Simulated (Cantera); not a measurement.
Feed: 1 mol Si₃N₄, 0.082 mol N₂O, 25 mol N₂, held at 0.000230 bar.

These are equilibrium values from Cantera (NASA tables, ideal gas, pure condensed phases), not measurements of a reactor. Candidate condensed phases: Si, SiO₂, Si₂N₂O, Si₃N₄; 16 gas species. Mutual solubility and eutectic melting of coexisting phases are not modelled. The numbers say what is thermodynamically allowed, not how fast it happens.

Task: Which condensed phases are stable at each of these points (T (K)): 975, 1125, 1275, 1425, 1575, 1725, 1875, 2025, 2175?

Result: 
```
T (K)      condensed phases  Si condensed (%)
-----  --------------------  ----------------
975    Si₂N₂O(s) + Si₃N₄(s)             100.0
1125   Si₂N₂O(s) + Si₃N₄(s)             100.0
1275   Si₂N₂O(s) + Si₃N₄(s)             100.0
1425   Si₂N₂O(s) + Si₃N₄(s)              99.8
1575               Si₃N₄(s)              97.1
1725                  Si(l)              93.0
1875                  Si(l)              58.6
2025               gas only               0.0
2175               gas only               0.0
```

From 975 K to 1425 K the condensed part is Si₂N₂O(s) + Si₃N₄(s). At 1575 K the condensed part is Si₃N₄(s). From 1725 K to 1875 K the condensed part is Si(l). From 2025 K to 2175 K nothing is condensed.
